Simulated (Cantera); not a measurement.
# Gas-phase reforming

An isothermal, constant-pressure homogeneous reactor starts with 64.1 % CH4, 35.9 % H2O, at 2025 K and 13000 Pa.

Model: GRI-Mech 3.0 (53 species, 325 reactions), integrated in Cantera. GRI-Mech 3.0 stops at C3 and has no aromatics, soot or wall deposition, so with more carbon than oxygen in the feed, carbon stays in small species such as C2H2 where larger ones or solid carbon would form.

```json
[
 {"t (s)": "0.000200", "x CH4": "0.358", "x H2O": "0.306", "x HCO": "2.77e-6", "x C2H2": "0.0437", "x C2H6": "0.000936", "x CO": "0.00130", "x HO2": "2.03e-11"},
 {"t (s)": "0.000478", "x CH4": "0.161", "x H2O": "0.252", "x HCO": "1.52e-6", "x C2H2": "0.129", "x C2H6": "0.000243", "x CO": "0.00408", "x HO2": "2.11e-11"},
 {"t (s)": "0.00114", "x CH4": "0.0692", "x H2O": "0.223", "x HCO": "8.00e-7", "x C2H2": "0.163", "x C2H6": "5.23e-5", "x CO": "0.00919", "x HO2": "2.10e-11"},
 {"t (s)": "0.00274", "x CH4": "0.0279", "x H2O": "0.199", "x HCO": "4.45e-7", "x C2H2": "0.170", "x C2H6": "1.04e-5", "x CO": "0.0197", "x HO2": "2.28e-11"},
 {"t (s)": "0.00654", "x CH4": "0.0145", "x H2O": "0.166", "x HCO": "2.76e-7", "x C2H2": "0.159", "x C2H6": "3.19e-6", "x CO": "0.0417", "x HO2": "1.94e-11"},
 {"t (s)": "0.0156", "x CH4": "0.0109", "x H2O": "0.118", "x HCO": "1.74e-7", "x C2H2": "0.134", "x C2H6": "1.78e-6", "x CO": "0.0787", "x HO2": "9.92e-12"},
 {"t (s)": "0.0374", "x CH4": "0.00766", "x H2O": "0.0645", "x HCO": "9.06e-8", "x C2H2": "0.105", "x C2H6": "8.56e-7", "x CO": "0.123", "x HO2": "2.96e-12"},
 {"t (s)": "0.0894", "x CH4": "0.00430", "x H2O": "0.0224", "x HCO": "4.60e-8", "x C2H2": "0.0816", "x C2H6": "2.71e-7", "x CO": "0.160", "x HO2": "<1e-12"},
 {"t (s)": "0.214", "x CH4": "0.00165", "x H2O": "0.00299", "x HCO": "3.63e-8", "x C2H2": "0.0713", "x C2H6": "4.14e-8", "x CO": "0.177", "x HO2": "<1e-12"},
 {"t (s)": "0.511", "x CH4": "0.000402", "x H2O": "3.62e-5", "x HCO": "3.63e-8", "x C2H2": "0.0701", "x C2H6": "2.92e-9", "x CO": "0.179", "x HO2": "<1e-12"},
 {"t (s)": "1.22", "x CH4": "0.000291", "x H2O": "1.80e-7", "x HCO": "3.64e-8", "x C2H2": "0.0702", "x C2H6": "1.75e-9", "x CO": "0.179", "x HO2": "<1e-12"},
 {"t (s)": "2.92", "x CH4": "0.000291", "x H2O": "1.78e-7", "x HCO": "3.64e-8", "x C2H2": "0.0702", "x C2H6": "1.75e-9", "x CO": "0.179", "x HO2": "<1e-12"},
 {"t (s)": "6.99", "x CH4": "0.000291", "x H2O": "1.78e-7", "x HCO": "3.64e-8", "x C2H2": "0.0702", "x C2H6": "1.75e-9", "x CO": "0.179", "x HO2": "<1e-12"},
 {"t (s)": "16.7", "x CH4": "0.000291", "x H2O": "1.78e-7", "x HCO": "3.64e-8", "x C2H2": "0.0702", "x C2H6": "1.75e-9", "x CO": "0.179", "x HO2": "<1e-12"},
 {"t (s)": "40.0", "x CH4": "0.000291", "x H2O": "1.78e-7", "x HCO": "3.64e-8", "x C2H2": "0.0702", "x C2H6": "1.75e-9", "x CO": "0.179", "x HO2": "<1e-12"}
]
```
x: mole fraction; the columns are a selection and need not sum to one.

Equilibrium at this temperature and pressure: CH4 0.000292, H2O 1.79e-7, HCO 3.64e-8, C2H2 0.0702, C2H6 1.75e-9, CO 0.179, HO2 <1e-12 (gas phase only).
